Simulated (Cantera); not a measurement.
**Transport properties of process gases**

Gas mixture: CH4 : CO2 : CO : N2 = 0.84 : 0.51 : 0.66 : 0.61 (molar parts), at 29.3 Torr, frozen composition.

Cantera's kinetic-theory transport with the Lennard-Jones parameters of GRI-Mech 3.0, ideal gas; thermal conductivity in the multicomponent form. The composition is frozen, though it would react at the higher temperatures.

| T (K) | ρ (kg/m³) | cp (J/kg/K) | μ (µPa s) | λ (mW/m/K) | Pr | D (cm²/s) NO | D (cm²/s) H2 | D (cm²/s) C2H2 |
|---|---|---|---|---|---|---|---|---|
| 400 | 0.0320 | 1292 | 19.6 | 36.1 | 0.702 | 8.51 | 31.4 | 6.98 |
| 550 | 0.0233 | 1444 | 24.9 | 51.2 | 0.702 | 14.8 | 53.7 | 12.3 |
| 700 | 0.0183 | 1592 | 29.6 | 67.2 | 0.701 | 22.3 | 80.5 | 18.7 |
| 850 | 0.0151 | 1722 | 33.8 | 83.3 | 0.699 | 30.9 | 111 | 26.2 |
| 1000 | 0.0128 | 1838 | 37.8 | 99.5 | 0.698 | 40.5 | 146 | 34.5 |
| 1150 | 0.0111 | 1933 | 41.5 | 115 | 0.696 | 51.2 | 184 | 43.7 |
| 1300 | 0.00985 | 2013 | 45.0 | 130 | 0.695 | 62.8 | 225 | 53.7 |
| 1450 | 0.00883 | 2081 | 48.3 | 145 | 0.694 | 75.3 | 270 | 64.5 |
| 1600 | 0.00800 | 2138 | 51.5 | 159 | 0.693 | 88.7 | 318 | 76.0 |
D: mixture-averaged diffusion coefficient of that species in the mixture.
